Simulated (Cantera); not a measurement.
Mixture: 15.7 % CO, 0.738 % H₂, 0.691 % CH₄, 18.8 % O₂, 64.0 % N₂, at 750 Torr, adiabatic and at constant pressure. Ignition delay is the time to a rise of 400 K.

Computed with Cantera and GRI-Mech 3.0 (53 species, 325 reactions). Where the delays flatten at high temperature, the 400 K rule measures the pace of heat release, not the induction time.

**Question.** Predict: delay at 1275 K; delay at 1350 K; delay at 1425 K; delay at 1500 K; delay at 1575 K.

**Answer.** 
| Property | Value |
|---|---|
| delay at 1275 K | 0.193 ms |
| delay at 1350 K | 0.156 ms |
| delay at 1425 K | 0.135 ms |
| delay at 1500 K | 0.122 ms |
| delay at 1575 K | 0.116 ms |
